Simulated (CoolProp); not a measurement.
The fluid at 247.99 K and 0.0261 MPa (gas) is heated at constant pressure to 439.1 K. The same conditions are run with several fluids, on thermodynamics alone (safety and materials aside).

Model: reference Helmholtz-energy equation of state of each fluid (n-perfluorobutane: Gao 2022; sulfur dioxide: Gao 2016; fluoroethane (R161): Wu 2012; R125: Lemmon 2005), in CoolProp.

```
fluid                heat (kJ/kg)  final density (kg/m³)
-------------------  ------------  ---------------------
n-perfluorobutane             [?]                    [?]
sulfur dioxide                [?]                  0.458
fluoroethane (R161)           264                    [?]
R125                          [?]                  0.859
```

Question: Fill in the missing entries.

Answer: 
- n-perfluorobutane, heat (kJ/kg): 172
- n-perfluorobutane, final density (kg/m³): 1.71
- sulfur dioxide, heat (kJ/kg): 125
- fluoroethane (R161), final density (kg/m³): 0.344
- R125, heat (kJ/kg): 163
